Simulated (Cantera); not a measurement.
An adiabatic, constant-volume homogeneous reactor starts with CH3OH : O2 : N2 = 1 : 3.26 : 12.3 (molar parts), at 1250 K and 0.987 atm. Integrator tolerance rtol = 1e-08.

Detailed kinetics in Cantera: GRI-Mech 3.0 (53 species, 325 reactions). GRI-Mech 3.0 was tuned for natural gas; its chemistry of methanol as a main component is partial and can be far from experiment.

What does this change do: initial temperature 1250 to 1548 K?


```csv
quantity,before,after
time of steepest temperature rise,5.06 ms,0.178 ms
temperature at 1.00 s,2419 K,2581 K
equilibrium temperature,2419 K,2581 K
x(CH3OH) at 1.00 s,<1e-12 (gas-phase equilibrium <1e-12),<1e-12 (gas-phase equilibrium <1e-12)
x(O2) at 1.00 s,0.0952 (gas-phase equilibrium 0.0952),0.0928 (gas-phase equilibrium 0.0928)
x(HCN) at 1.00 s,3.12e-12 (gas-phase equilibrium 3.12e-12),2.26e-11 (gas-phase equilibrium 2.26e-11)
x(H2) at 1.00 s,0.00102 (gas-phase equilibrium 0.00102),0.00231 (gas-phase equilibrium 0.00231)
x(H) at 1.00 s,0.000396 (gas-phase equilibrium 0.000396),0.00131 (gas-phase equilibrium 0.00131)
x(C2H2) at 1.00 s,<1e-12 (gas-phase equilibrium <1e-12),<1e-12 (gas-phase equilibrium <1e-12)
x(HO2) at 1.00 s,7.99e-6 (gas-phase equilibrium 7.99e-6),1.12e-5 (gas-phase equilibrium 1.12e-5)
```

What does this change do: pressure from 0.987 atm to 0.602 atm?


```json
[
 {"quantity": "time of steepest temperature rise", "before": "5.06 ms", "after": "7.91 ms"},
 {"quantity": "temperature at 1.00 s", "before": "2419 K", "after": "2406 K"},
 {"quantity": "equilibrium temperature", "before": "2419 K", "after": "2406 K"},
 {"quantity": "x(CH3OH) at 1.00 s", "before": "<1e-12 (gas-phase equilibrium <1e-12)", "after": "<1e-12 (gas-phase equilibrium <1e-12)"},
 {"quantity": "x(O2) at 1.00 s", "before": "0.0952 (gas-phase equilibrium 0.0952)", "after": "0.0953 (gas-phase equilibrium 0.0953)"},
 {"quantity": "x(HCN) at 1.00 s", "before": "3.12e-12 (gas-phase equilibrium 3.12e-12)", "after": "2.92e-12 (gas-phase equilibrium 2.92e-12)"},
 {"quantity": "x(H2) at 1.00 s", "before": "0.00102 (gas-phase equilibrium 0.00102)", "after": "0.00121 (gas-phase equilibrium 0.00121)"},
 {"quantity": "x(H) at 1.00 s", "before": "0.000396 (gas-phase equilibrium 0.000396)", "after": "0.000522 (gas-phase equilibrium 0.000522)"},
 {"quantity": "x(C2H2) at 1.00 s", "before": "<1e-12 (gas-phase equilibrium <1e-12)", "after": "<1e-12 (gas-phase equilibrium <1e-12)"},
 {"quantity": "x(HO2) at 1.00 s", "before": "7.99e-6 (gas-phase equilibrium 7.99e-6)", "after": "6.78e-6 (gas-phase equilibrium 6.78e-6)"}
]
```

What does this change do: constant pressure in place of constant volume?


```json
[
 {"quantity": "time of steepest temperature rise", "before": "5.06 ms", "after": "5.27 ms"},
 {"quantity": "temperature at 1.00 s", "before": "2419 K", "after": "2216 K"},
 {"quantity": "equilibrium temperature", "before": "2419 K", "after": "2216 K"},
 {"quantity": "x(CH3OH) at 1.00 s", "before": "<1e-12 (gas-phase equilibrium <1e-12)", "after": "<1e-12 (gas-phase equilibrium <1e-12)"},
 {"quantity": "x(O2) at 1.00 s", "before": "0.0952 (gas-phase equilibrium 0.0952)", "after": "0.0979 (gas-phase equilibrium 0.0979)"},
 {"quantity": "x(HCN) at 1.00 s", "before": "3.12e-12 (gas-phase equilibrium 3.12e-12)", "after": "<1e-12 (gas-phase equilibrium <1e-12)"},
 {"quantity": "x(H2) at 1.00 s", "before": "0.00102 (gas-phase equilibrium 0.00102)", "after": "0.000463 (gas-phase equilibrium 0.000463)"},
 {"quantity": "x(H) at 1.00 s", "before": "0.000396 (gas-phase equilibrium 0.000396)", "after": "0.000134 (gas-phase equilibrium 0.000134)"},
 {"quantity": "x(C2H2) at 1.00 s", "before": "<1e-12 (gas-phase equilibrium <1e-12)", "after": "<1e-12 (gas-phase equilibrium <1e-12)"},
 {"quantity": "x(HO2) at 1.00 s", "before": "7.99e-6 (gas-phase equilibrium 7.99e-6)", "after": "3.75e-6 (gas-phase equilibrium 3.75e-6)"}
]
```
